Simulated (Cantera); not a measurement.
Input: 1 mol Al, a varied amount of Cl₂, 0.32 mol N₂, equilibrated at 502 °C and 3.60e-5 bar.

Method: chemical equilibrium by Gibbs-energy minimisation in Cantera with the NASA 1993 tables (ideal gas, pure condensed phases). Candidate condensed phases: Al, AlCl₃, AlN; 11 gas species. Rates play no part.

### Question
Which condensed phases are stable at each of these points (n(Cl₂) (mol)): 0.31, 0.39, 0.5, 0.63, 0.8, 1, 1.3, 1.6, 2.1, 2.6, 3.3?

### Answer
| n(Cl₂) (mol) | condensed phases | Al condensed (%) |
|---|---|---|
| 0.31 | Al(s) + AlN(s) | 78.7 |
| 0.39 | Al(s) + AlN(s) | 73.2 |
| 0.5 | Al(s) + AlN(s) | 65.7 |
| 0.63 | AlN(s) | 58.0 |
| 0.8 | AlN(s) | 46.7 |
| 1 | AlN(s) | 33.3 |
| 1.3 | AlN(s) | 13.3 |
| 1.6 | gas only | 0.0 |
| 2.1 | gas only | 0.0 |
| 2.6 | gas only | 0.0 |
| 3.3 | gas only | 0.0 |

From 0.31 mol Cl₂ to 0.5 mol Cl₂ the condensed part is Al(s) + AlN(s). From 0.63 mol Cl₂ to 1.3 mol Cl₂ the condensed part is AlN(s). From 1.6 mol Cl₂ to 3.3 mol Cl₂ nothing is condensed.
